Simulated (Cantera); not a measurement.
Source: NASA polynomial tables (part measured, part estimated), evaluated in Cantera. Values are per mole of reaction as written; species without (g) are pure solids or liquids, kept so even where they would boil at 1 bar. VN: taken at fixed stoichiometry.

3 V + 2 N₂O(g) ⇌ 3 VN + NO₂(g)

```
T (K)  ΔH° (kJ)  ΔS° (J/K)  ΔG° (kJ)  log10 K
-----  --------  ---------  --------  -------
300      -780.5     -174.8    -728.0   126.76
1350        [?]        [?]       [?]      [?]
1400     -768.0     -159.5    -544.8    20.32
1450     -767.4     -159.1    -536.8    19.34
1500        [?]        [?]       [?]      [?]
1550     -766.3     -158.3    -520.9    17.55
1600     -765.8     -158.0    -513.0    16.75
1650     -765.3     -157.7    -505.1    15.99
```

Task: Some entries are withheld; supply them.

Result: 
- 1350, ΔH° (kJ): -768.6
- 1350, ΔS° (J/K): -159.9
- 1350, ΔG° (kJ): -552.7
- 1350, log10 K: 21.39
- 1500, ΔH° (kJ): -766.9
- 1500, ΔS° (J/K): -158.7
- 1500, ΔG° (kJ): -528.9
- 1500, log10 K: 18.42
